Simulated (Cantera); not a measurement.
A closed system holds: 1 mol SiHCl₃, 19 mol NH₃, 4.1 mol N₂, held at 1402 °C and 1000 Pa.

These are equilibrium values from Cantera (NASA tables, ideal gas, pure condensed phases), not measurements of a reactor. Candidate condensed phases: NH₄Cl, Si, Si₃N₄; 28 gas species. The tables' values for SiCl₃, SiCl are old estimates; treat these amounts as uncertain. Kinetics and transport are ignored.

Base state: H₂ 0.637, N₂ 0.301, HCl 0.0529, SiCl₂ 0.00775, H 0.000927, Cl 6.01e-5, SiCl₃ 4.69e-5, SiCl 2.70e-5 (mole fractions); condensed: Si₃N₄(s).

**Question.** What changes in the equilibrium state with this change: temperature from 1402 °C to 977 °C?

**Answer.** 
```json
[
 {"species": "H₂", "before": "0.637", "after": "0.633"},
 {"species": "N₂", "before": "0.301", "after": "0.298"},
 {"species": "HCl", "before": "0.0529", "after": "0.0690"},
 {"species": "SiCl₂", "before": "0.00775", "after": "2.30e-5"},
 {"species": "SiCl", "before": "2.70e-5", "after": "<1e-9"},
 {"species": "Si", "before": "2.12e-5", "after": "<1e-9"},
 {"species": "Si₃N₄(s), mol", "before": "0.219", "after": "0.333"}
]
```

**Question.** What changes in the equilibrium state with this change: temperature from 1402 °C to 1625 °C?

**Answer.** 
```
species         before     after
-------------  -------  --------
H₂               0.637     0.628
N₂               0.301     0.307
HCl             0.0529    0.0475
SiCl₂          0.00775   0.00973
Si             2.12e-5   0.00123
Si₂N           6.74e-7   3.32e-5
SiH            2.84e-6   8.49e-5
SiN            7.66e-7   2.29e-5
SiCl           2.70e-5  0.000367
Si₃N₄(s), mol    0.219         0
Si(l), mol           0     0.487
```
The tables' values for SiCl, SiN, SiCl₃ are old estimates; treat these amounts as uncertain. Gases not in the tables: Si₂H₆ and higher silanes.
